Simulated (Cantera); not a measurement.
A freely propagating, adiabatic, planar premixed flame of CO : H2 : CH4 : O2 : N2 = 1 : 0.071 : 0.31 : 1.19 : 5.12 (molar parts), equivalence ratio 0.97, unburnt at 300 K and 1880 Torr; mixture-averaged transport, grid criteria slope 0.08 and curve 0.16, no radiation.

Detailed kinetics in Cantera: GRI-Mech 3.0 (53 species, 325 reactions). Burning velocities carry a grid error of a few per cent, more on coarse grids.

Task: What does this change do: CO 1 to 0.75 parts?

Result: 
```
quantity                     before      after
------------------------  ---------  ---------
laminar burning velocity  33.9 cm/s  26.4 cm/s
thermal thickness          0.216 mm   0.247 mm
peak x(CH2CO)               1.37e-5    1.46e-5
peak x(O)                   0.00374    0.00296
peak x(CH2O)               0.000430   0.000497
```
